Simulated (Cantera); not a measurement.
Equilibrium for abatement and gas-phase synthesis: N₂O + H₂O + H₂

Charge: 1 mol N₂O, 0.036 mol H₂O, 0.46 mol H₂, equilibrated at 13300 Pa.

Equilibrium computed with Cantera from the NASA thermochemical tables; the gas is ideal and each condensed phase is pure. Candidate condensed phases: H₂O; 24 gas species. Kinetics and transport are ignored.

| T (K) | x N₂ | x H₂O | x O₂ | x NO | x OH | x O | x H₂ |
|---|---|---|---|---|---|---|---|
| 1275 | 0.566 | 0.281 | 0.153 | 0.000242 | 2.00e-5 | 1.20e-7 | 1.09e-7 |
| 1325 | 0.566 | 0.281 | 0.153 | 0.000336 | 3.57e-5 | 2.95e-7 | 2.64e-7 |
| 1375 | 0.566 | 0.281 | 0.153 | 0.000454 | 6.11e-5 | 6.81e-7 | 6.02e-7 |
| 1425 | 0.566 | 0.281 | 0.153 | 0.000601 | 0.000101 | 1.48e-6 | 1.30e-6 |
| 1475 | 0.566 | 0.281 | 0.152 | 0.000780 | 0.000160 | 3.07e-6 | 2.65e-6 |
| 1525 | 0.566 | 0.281 | 0.152 | 0.000996 | 0.000248 | 6.05e-6 | 5.18e-6 |
| 1575 | 0.566 | 0.281 | 0.152 | 0.00125 | 0.000373 | 1.14e-5 | 9.69e-6 |
| 1625 | 0.565 | 0.281 | 0.152 | 0.00155 | 0.000546 | 2.08e-5 | 1.75e-5 |
| 1675 | 0.565 | 0.280 | 0.152 | 0.00190 | 0.000782 | 3.64e-5 | 3.04e-5 |
| 1725 | 0.565 | 0.280 | 0.151 | 0.00229 | 0.00110 | 6.19e-5 | 5.12e-5 |
| 1775 | 0.565 | 0.280 | 0.151 | 0.00274 | 0.00151 | 0.000102 | 8.39e-5 |
x: gas mole fraction; nothing condenses.

From 1275 K to 1775 K nothing is condensed.
